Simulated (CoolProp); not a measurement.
Vapour-liquid equilibrium of propane (1) + n-pentane (2) at 0.00706 MPa; x and y are mole fractions of (1).

Computed with CoolProp (multi-fluid Helmholtz-energy mixture model, Lemmon 2009 and Thol 2019; pair parameters Kunz 2012).

```tsv
x	bubble temperature, mixture model (K)	bubble temperature, Raoult's law (K)	y, mixture model	y, Raoult's law
0.05	225.0	230.4	0.790	0.696
0.125	210.6	216.5	0.936	0.899
0.2	203.7	208.7	0.967	0.951
0.275	199.5	203.5	0.980	0.972
0.35	196.5	199.7	0.986	0.982
0.425	194.3	196.7	0.990	0.988
0.5	192.4	194.2	0.992	0.992
0.575	190.9	192.2	0.994	0.995
0.65	189.5	190.4	0.996	0.996
0.725	188.3	188.8	0.997	0.998
0.8	187.1	187.4	0.998	0.998
0.875	186.1	186.2	0.999	0.999
0.95	185.0	185.1	1.000	1.000
```

The largest gap from Raoult's law is -5.9 K in bubble temperature, at x = 0.125. No azeotrope shows between x = 0.05 and 0.95.

The pair parameters rest on a limited set of measurements; away from them the model extrapolates.
